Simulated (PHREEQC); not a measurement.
**Copper plating or etch bath**

Solution (25 °C): 0.0083 mol/kgw CuCl2, 0.00063 mol/kgw HNO3 and 3.2e-05 mol/kgw KCl. It is in equilibrium with CO2 at log p = 0 (atm). Otherwise closed; pH follows from the charge balance.

The numbers come from PHREEQC with the ion-association model, phreeqc.dat.

This is a speciation only: nothing precipitates in the calculation.

Question: Predict the pH, specific conductance.

Answer: pH 3.20; specific conductance 2120 µS/cm.

Question: In which forms is Cl present?

Answer: Cl- 99 %, CuCl+ 1.2 % of the Cl.
